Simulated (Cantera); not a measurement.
Cantera with NASA thermochemical tables; ideal gases at 1 bar, condensed phases pure. Values are per mole of reaction as written; species without (g) are pure solids or liquids, kept so even where they would boil at 1 bar.

4 NO(g) + 3 Si(g) = Si₃N₄ + 2 O₂(g), with ΔH° = -2459.9 kJ and ΔS° = -823.8 J/K at 300 K.

### Question
How far is the shortcut ΔG° ≈ ΔH°(300 K) − T·ΔS°(300 K) from the full temperature-dependent value at 500, 550, 600, 650, 700, 750, 800, 850, 900, 950, 1000 K?

### Answer
| T (K) | shortcut (kJ) | full (kJ) | difference (kJ) | difference in log10 K |
|---|---|---|---|---|
| 500 | -2048.0 | -2046.9 | -1.0 | 0.11 |
| 550 | -2006.8 | -2005.3 | -1.4 | 0.14 |
| 600 | -1965.6 | -1963.8 | -1.8 | 0.16 |
| 650 | -1924.4 | -1922.2 | -2.2 | 0.18 |
| 700 | -1883.2 | -1880.7 | -2.5 | 0.19 |
| 750 | -1842.0 | -1839.2 | -2.8 | 0.19 |
| 800 | -1800.8 | -1797.8 | -3.0 | 0.20 |
| 850 | -1759.6 | -1756.4 | -3.2 | 0.20 |
| 900 | -1718.4 | -1715.1 | -3.3 | 0.19 |
| 950 | -1677.2 | -1673.9 | -3.3 | 0.18 |
| 1000 | -1636.0 | -1632.7 | -3.3 | 0.17 |
The shortcut ignores the heat-capacity change of the reaction.
